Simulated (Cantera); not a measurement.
An adiabatic, constant-pressure homogeneous reactor starts with C2H4 : O2 : N2 : H2O = 1 : 10 : 37.6 : 1.5 (molar parts), equivalence ratio 0.30, at 1375 K and 5.70 bar. Integrator tolerance rtol = 1e-08.

Computed with Cantera and GRI-Mech 3.0 (53 species, 325 reactions). GRI-Mech 3.0 was tuned for natural gas; its chemistry of ethylene as a main component is partial and can be far from experiment.

Question: What does this change do: initial temperature 1375 to 1425 K?

Answer: 
| quantity | before | after |
|---|---|---|
| time of steepest temperature rise | 32.4 µs | 20.6 µs |
| temperature at 2.00 s | 2056 K | 2100 K |
| equilibrium temperature | 2056 K | 2100 K |
| x(C2H4) at 2.00 s | <1e-12 (gas-phase equilibrium <1e-12) | <1e-12 (gas-phase equilibrium <1e-12) |
| x(O2) at 2.00 s | 0.136 (gas-phase equilibrium 0.136) | 0.135 (gas-phase equilibrium 0.135) |
| x(H2O) at 2.00 s | 0.0691 (gas-phase equilibrium 0.0691) | 0.0690 (gas-phase equilibrium 0.0690) |
| x(H2) at 2.00 s | 3.44e-5 (gas-phase equilibrium 3.44e-5) | 4.67e-5 (gas-phase equilibrium 4.67e-5) |
| x(CH2CO) at 2.00 s | <1e-12 (gas-phase equilibrium <1e-12) | <1e-12 (gas-phase equilibrium <1e-12) |
| x(HCN) at 2.00 s | <1e-12 (gas-phase equilibrium <1e-12) | <1e-12 (gas-phase equilibrium <1e-12) |
